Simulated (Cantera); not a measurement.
# Transport properties of process gases

Gas mixture: 100 % NO, at 0.750 Torr, frozen composition.

Cantera's kinetic-theory transport with the Lennard-Jones parameters of GRI-Mech 3.0, ideal gas; thermal conductivity in the mixture-averaged form. The composition is frozen, though it would react at the higher temperatures.

```json
[
 {"T (K)": "400", "ρ (kg/m³)": "0.000902", "cp (J/kg/K)": "998.6", "μ (µPa s)": "23.1", "λ (mW/m/K)": "32.4", "Pr": "0.712", "D (cm²/s) NO": "0.000", "D (cm²/s) CH3": "375", "D (cm²/s) C2H2": "280"},
 {"T (K)": "550", "ρ (kg/m³)": "0.000656", "cp (J/kg/K)": "1028", "μ (µPa s)": "28.9", "λ (mW/m/K)": "42.0", "Pr": "0.707", "D (cm²/s) NO": "0.000", "D (cm²/s) CH3": "651", "D (cm²/s) C2H2": "489"},
 {"T (K)": "700", "ρ (kg/m³)": "0.000516", "cp (J/kg/K)": "1067", "μ (µPa s)": "34.0", "λ (mW/m/K)": "51.3", "Pr": "0.707", "D (cm²/s) NO": "0.000", "D (cm²/s) CH3": "982", "D (cm²/s) C2H2": "741"},
 {"T (K)": "850", "ρ (kg/m³)": "0.000425", "cp (J/kg/K)": "1104", "μ (µPa s)": "38.6", "λ (mW/m/K)": "60.2", "Pr": "0.708", "D (cm²/s) NO": "0.000", "D (cm²/s) CH3": "1360", "D (cm²/s) C2H2": "1030"},
 {"T (K)": "1000", "ρ (kg/m³)": "0.000361", "cp (J/kg/K)": "1133", "μ (µPa s)": "42.9", "λ (mW/m/K)": "68.6", "Pr": "0.709", "D (cm²/s) NO": "0.000", "D (cm²/s) CH3": "1790", "D (cm²/s) C2H2": "1360"},
 {"T (K)": "1150", "ρ (kg/m³)": "0.000314", "cp (J/kg/K)": "1153", "μ (µPa s)": "47.0", "λ (mW/m/K)": "76.7", "Pr": "0.707", "D (cm²/s) NO": "0.000", "D (cm²/s) CH3": "2260", "D (cm²/s) C2H2": "1710"},
 {"T (K)": "1300", "ρ (kg/m³)": "0.000278", "cp (J/kg/K)": "1171", "μ (µPa s)": "50.9", "λ (mW/m/K)": "84.5", "Pr": "0.706", "D (cm²/s) NO": "0.000", "D (cm²/s) CH3": "2770", "D (cm²/s) C2H2": "2100"}
]
```
D: mixture-averaged diffusion coefficient of that species in the mixture.
